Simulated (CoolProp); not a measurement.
Toluene along the isotherm 346.85 °C: density (kg/m³) from the reference equation and from simpler models built on Tc = 318.6 °C, pc = 41.26 bar, ω = 0.266; each cubic takes its own stable root.

Computed with CoolProp (reference Helmholtz-energy equation of state, Lemmon 2006). It is a short technical equation, of lower accuracy than the large ones.

```tsv
p (bar)	phase	reference	ideal gas	van der Waals	Redlich-Kwong	Soave-Redlich-Kwong	Peng-Robinson
0.326	gas	0.5841	0.5827	0.5839	0.5841	0.5840	0.5842
0.742	gas	1.334	1.326	1.333	1.333	1.333	1.334
1.69	gas	3.060	3.021	3.054	3.058	3.057	3.062
3.85	gas	7.093	6.881	7.060	?	7.076	7.101
8.75	gas	16.80	?	16.62	16.74	16.71	?
19.9	gas	?	?	41.58	42.26	42.03	42.86
45.3	supercritical	?	80.97	150.8	?	142.5	150.3
103	supercritical	?	184.1	358.7	427.8	417.6	460.4
```

Task: Fill in the missing entries.

Result: 
- 3.85, Redlich-Kwong: 7.081
- 8.75, ideal gas: 15.64
- 8.75, Peng-Robinson: 16.84
- 19.9, reference: 42.69
- 19.9, ideal gas: 35.57
- 45.3, reference: 150.7
- 45.3, Redlich-Kwong: 150.0
- 103, reference: 493.3
